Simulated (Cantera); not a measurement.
Charge: 1 mol SiH4, 34 mol NH3, 0.38 mol H2, 3.6 mol N2, at 0.0250 bar.

These are equilibrium values from Cantera (NASA tables, ideal gas, pure condensed phases), not measurements of a reactor. Candidate condensed phases: Si, Si3N4; 18 gas species. The tables' values for SiN are old estimates; treat these amounts as uncertain. Gases not in the tables: Si2H6 and higher silanes. Equilibrium is a limit: real reactors are often held back by kinetics, nucleation or transport.

x: gas mole fraction; n: condensed amount in mol.

```
T (°C)   x H2   x N2       x H      x Si  n Si3N4(s)  n Si(l)
------  -----  -----  --------  --------  ----------  -------
550     0.728  0.272  3.96e-11    <1e-12       0.333        0
650     0.728  0.272   1.32e-9    <1e-12       0.333        0
750     0.728  0.272   2.23e-8    <1e-12       0.333        0
850     0.728  0.272   2.30e-7    <1e-12       0.333        0
950     0.728  0.272   1.62e-6    <1e-12       0.333        0
1050    0.728  0.272         …         …       0.333        0
1150    0.728  0.272   3.58e-5  7.68e-10       0.333        0
1250    0.728  0.272  0.000125   3.54e-8       0.333        0
1350    0.728  0.272  0.000373   1.01e-6       0.333        0
1450    0.727  0.272  0.000984   1.95e-5       0.333        0
1550    0.719  0.278         …         …           0    0.981
1650    0.717  0.278   0.00504  0.000679           0    0.934
```

Task: Complete the blanks.

Result: 
- 1050, x H: 8.56e-6
- 1050, x Si: 9.24e-12
- 1550, x H: 0.00232
- 1550, x Si: 0.000177
